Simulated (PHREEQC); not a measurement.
Consider water at 20 °C with 2.1 mol MgCl2, 5e-05 mol H4SiO4 and 0.27 mol Na2SO4 per kg of water. Closed to the air; pH follows from the charge balance.

The numbers come from PHREEQC with the Pitzer model, pitzer.dat.

No solid was allowed to form.

Q: Estimate the pH, density, osmotic coefficient.

A: pH 5.28; density 1.170 g/cm³; osmotic coefficient 1.567.

Complexes and solids missing from the database can't appear. In brines, pH and single-ion activities rest on the MacInnes convention.
